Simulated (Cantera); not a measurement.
An adiabatic, constant-volume homogeneous reactor starts with CH4 : H2 : O2 : N2 : CO2 = 1 : 1.2 : 4.64 : 29.2 : 2.8 (molar parts), equivalence ratio 0.56, at 1575 K and 14300 Torr. Integrator tolerance rtol = 1e-08.

Detailed kinetics in Cantera: GRI-Mech 3.0 (53 species, 325 reactions). The pressure lies above the range GRI-Mech 3.0 was tuned for (to about 10 atm).

### Question
What does this change do: pressure from 14300 Torr to 698 Torr?

### Answer
```
quantity                                                              before                                      after
---------------------------------  -----------------------------------------  -----------------------------------------
time of steepest temperature rise                                    10.3 µs                                    97.3 µs
temperature at 0.400 s                                                2423 K                                     2365 K
equilibrium temperature                                               2423 K                                     2365 K
x(CH4) at 0.400 s                      <1e-12 (gas-phase equilibrium <1e-12)      <1e-12 (gas-phase equilibrium <1e-12)
x(H2) at 0.400 s                   0.000281 (gas-phase equilibrium 0.000281)  0.000904 (gas-phase equilibrium 0.000904)
x(O2) at 0.400 s                       0.0486 (gas-phase equilibrium 0.0486)      0.0503 (gas-phase equilibrium 0.0503)
x(N2O) at 0.400 s                    2.77e-6 (gas-phase equilibrium 2.77e-6)    5.49e-7 (gas-phase equilibrium 5.49e-7)
x(CO2) at 0.400 s                      0.0972 (gas-phase equilibrium 0.0972)      0.0927 (gas-phase equilibrium 0.0927)
x(NO) at 0.400 s                     0.00948 (gas-phase equilibrium 0.00948)    0.00860 (gas-phase equilibrium 0.00860)
```

### Question
What does this change do: pressure from 14300 Torr to 225 Torr?

### Answer
| quantity | before | after |
|---|---|---|
| time of steepest temperature rise | 10.3 µs | 0.279 ms |
| temperature at 0.400 s | 2423 K | 2331 K |
| equilibrium temperature | 2423 K | 2331 K |
| x(CH4) at 0.400 s | <1e-12 (gas-phase equilibrium <1e-12) | <1e-12 (gas-phase equilibrium <1e-12) |
| x(H2) at 0.400 s | 0.000281 (gas-phase equilibrium 0.000281) | 0.00129 (gas-phase equilibrium 0.00129) |
| x(O2) at 0.400 s | 0.0486 (gas-phase equilibrium 0.0486) | 0.0513 (gas-phase equilibrium 0.0513) |
| x(N2O) at 0.400 s | 2.77e-6 (gas-phase equilibrium 2.77e-6) | 2.92e-7 (gas-phase equilibrium 2.92e-7) |
| x(CO2) at 0.400 s | 0.0972 (gas-phase equilibrium 0.0972) | 0.0901 (gas-phase equilibrium 0.0901) |
| x(NO) at 0.400 s | 0.00948 (gas-phase equilibrium 0.00948) | 0.00806 (gas-phase equilibrium 0.00811) |
